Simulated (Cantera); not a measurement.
Input: 1 mol AlCl₃, 9.7 mol N₂, 3.6 mol H₂, at 0.0430 bar.

These are equilibrium values from Cantera (NASA tables, ideal gas, pure condensed phases), not measurements of a reactor. Candidate condensed phases: Al, AlCl₃, AlN, NH₄Cl; 20 gas species. Equilibrium is a limit: real reactors are often held back by kinetics, nucleation or transport.

Over these rows the condensed part is AlN(s). Partial pressures as log10 of bar:

```
T (K)  1000/T (1/K)  log p AlCl  log p N₂  log p H₂  log p HCl  log p AlCl₃
-----  ------------  ----------  --------  --------  ---------  -----------
1348         0.7418       -5.33     -1.54     -2.02      -2.57        -2.68
1398         0.7153       -4.85     -1.54     -2.02      -2.57        -2.68
1448         0.6906       -4.41     -1.54     -2.02      -2.58        -2.69
1498         0.6676       -4.00     -1.54     -2.02      -2.59        -2.70
1548         0.6460       -3.62     -1.54     -2.02      -2.60        -2.72
1598         0.6258           ?     -1.54     -2.02      -2.62        -2.77
```

Task: Fit log p(AlCl) = a + b·(1000/T) to the five rows, give the apparent enthalpy, and predict the row at 1598 K.

Result: Means: 1000/T = 0.6923, log p = -4.442. Sxy = -0.102370, Sxx = 0.0057359, so b = -17.85 and a = -4.442 − (-17.85)×0.6923 = 7.91.
Apparent enthalpy: −19.145 × (-17.85) = 342 kJ/mol. With the condensed phases at unit activity, 2/3 AlN(s) + 1/3 AlCl₃(g) = AlCl(g) + 1/3 N₂(g) links this pressure to the main gases: over the six rows their terms move log p by -0.03 in all, so the slope is close to that reaction's ΔH°. The five rows lie within 0.01 of the line.
Prediction at 1598 K: 7.91 + (-17.85)×0.6258 = -3.26. The computed value is -3.27, 0.01 from the line.
